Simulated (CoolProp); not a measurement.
A single-stage vapour-compression cycle with vinyl chloride: evaporating at 215.15 K (dew point), condensing at 253.15 K (bubble point), superheat 0 K, subcooling 0 K, compressor efficiency 0.8, no pressure losses. Each further row changes one setting.

Model: reference Helmholtz-energy equation of state, Thol 2022, in CoolProp.

| case | cooling COP | pressure ratio | discharge temperature (K) | refrigerating effect (kJ/kg) | volumetric capacity (kJ/m³) |
|---|---|---|---|---|---|
| as stated | 3.92 | 7.39 | 322.8 | 335 | 124 |
| evaporating temperature 220.15 K | 4.73 | 5.42 | 311.3 | 338 | 168 |
| condensing temperature 248.15 K | 4.60 | 5.92 | 310.4 | 342 | 127 |
| subcooling 5 K | 4.01 | 7.39 | 322.8 | 342 | 127 |
| superheat 10 K | 3.84 | 7.39 | 334.4 | 342 | 121 |
| compressor efficiency 0.7 | 3.43 | 7.39 | 336.0 | 335 | 124 |
